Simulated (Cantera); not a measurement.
A closed system holds: 1 mol Ta₂O₅, 3.3 mol CO, held at 4.70 bar.

These are equilibrium values from Cantera (NASA tables, ideal gas, pure condensed phases), not measurements of a reactor. Candidate condensed phases: C, Ta, TaC, Ta₂O₅; 15 gas species. The numbers say what is thermodynamically allowed, not how fast it happens. All values below are at 1000 °C.

Base state: CO 0.968, CO₂ 0.0317 (mole fractions); condensed: C(graphite) + Ta₂O₅(s).

Task: What changes in the equilibrium state with this change: 0.52 mol H₂O added?

Result: 
| species | before | after |
|---|---|---|
| CO | 0.968 | 0.754 |
| CO₂ | 0.0317 | 0.110 |
| H₂ | 0 | 0.110 |
| H₂O | 0 | 0.0264 |
| CH₄ | 0 | 9.27e-5 |
| C(graphite), mol | 0.101 | 0 |
| Ta₂O₅(s), mol | 1.00 | 1.00 |
Further candidate phases: C₆H₆, C₇H₈, C₈H₁₈, H₂O.
